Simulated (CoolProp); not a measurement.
Vapour pressure (MPa) of n-decane: the reference equation beside estimates from Tc = 617.7 K, pc = 2.101 MPa, ω = 0.488. Clausius-Clapeyron is anchored at 442.4 K with a constant enthalpy of vaporisation of 39.77 kJ/mol.

Model: reference Helmholtz-energy equation of state, Lemmon 2006, in CoolProp. It is a short technical equation, of lower accuracy than the large ones.

```json
[
 {"T (K)": "424", "reference": "0.05388", "Lee-Kesler": "0.05371", "Clausius-Clapeyron": "0.05590", "Redlich-Kwong": "0.1554", "Soave-Redlich-Kwong": "0.05368"},
 {"T (K)": "428.6", "reference": "0.06145", "Lee-Kesler": "0.06134", "Clausius-Clapeyron": "0.06310", "Redlich-Kwong": "0.1705", "Soave-Redlich-Kwong": "0.06130"},
 {"T (K)": "433.2", "reference": "0.06985", "Lee-Kesler": "0.06981", "Clausius-Clapeyron": "0.07104", "Redlich-Kwong": "0.1867", "Soave-Redlich-Kwong": "0.06978"},
 {"T (K)": "437.8", "reference": "0.07914", "Lee-Kesler": "0.07918", "Clausius-Clapeyron": "0.07978", "Redlich-Kwong": "0.2039", "Soave-Redlich-Kwong": "0.07916"},
 {"T (K)": "442.4", "reference": "0.08938", "Lee-Kesler": "0.08952", "Clausius-Clapeyron": "0.08938", "Redlich-Kwong": "0.2222", "Soave-Redlich-Kwong": "0.08951"},
 {"T (K)": "447.1", "reference": "0.1009", "Lee-Kesler": "0.1012", "Clausius-Clapeyron": "0.1001", "Redlich-Kwong": "0.2422", "Soave-Redlich-Kwong": "0.1012"},
 {"T (K)": "451.7", "reference": "0.1133", "Lee-Kesler": "0.1137", "Clausius-Clapeyron": "0.1117", "Redlich-Kwong": "0.2629", "Soave-Redlich-Kwong": "0.1137"},
 {"T (K)": "456.3", "reference": "0.1268", "Lee-Kesler": "0.1273", "Clausius-Clapeyron": "0.1242", "Redlich-Kwong": "0.2848", "Soave-Redlich-Kwong": "0.1275"}
]
```

Absolute difference from the reference over all 8 rows, mean and median: Lee-Kesler 0.2 and 0.2 %, Clausius-Clapeyron 1.7 and 1.6 %, Redlich-Kwong 154.5 and 153.1 %, Soave-Redlich-Kwong 0.3 and 0.3 %.
